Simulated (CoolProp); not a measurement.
Values from CoolProp's reference Helmholtz-energy equation of state, Akasaka 2023.

Q: For R1336mzz(E), give the phase and the density (kg/m³), cp (kJ/(kg K)), cv (kJ/(kg K)) at 410 K and 5320 kPa.

A: 
- 410 K and 5320 kPa: supercritical; density 890, cp 1.52, cv 0.956
